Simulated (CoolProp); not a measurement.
Vapour-liquid equilibrium of carbon dioxide (1) + hydrogen sulfide (2) at -39.25 °C; x and y are mole fractions of (1).

Model: multi-fluid Helmholtz-energy mixture model, Span 1996 and Lemmon 2006; pair parameters Kunz 2012, in CoolProp.

```json
[
 {"x": "0.05", "bubble pressure (MPa)": "0.3687", "y at the bubble point": "0.305", "dew pressure at overall composition x (MPa)": "0.2777", "liquid density (mol/L)": "26.81"},
 {"x": "0.2", "bubble pressure (MPa)": "0.6049", "y at the bubble point": "0.618", "dew pressure at overall composition x (MPa)": "0.3251", "liquid density (mol/L)": "26.67"},
 {"x": "0.35", "bubble pressure (MPa)": "0.7500", "y at the bubble point": "0.723", "dew pressure at overall composition x (MPa)": "0.3912", "liquid density (mol/L)": "26.14"},
 {"x": "0.5", "bubble pressure (MPa)": "0.8418", "y at the bubble point": "0.780", "dew pressure at overall composition x (MPa)": "0.4892", "liquid density (mol/L)": "25.45"},
 {"x": "0.65", "bubble pressure (MPa)": "0.9098", "y at the bubble point": "0.826", "dew pressure at overall composition x (MPa)": "0.6448", "liquid density (mol/L)": "24.84"},
 {"x": "0.8", "bubble pressure (MPa)": "0.9692", "y at the bubble point": "0.881", "dew pressure at overall composition x (MPa)": "0.8729", "liquid density (mol/L)": "24.58"},
 {"x": "0.95", "bubble pressure (MPa)": "1.020", "y at the bubble point": "0.962", "dew pressure at overall composition x (MPa)": "1.015", "liquid density (mol/L)": "24.96"}
]
```

No azeotrope shows between x = 0.05 and 0.95.

Pair parameters are fitted to limited data, so mixtures are less certain than the pure fluids.
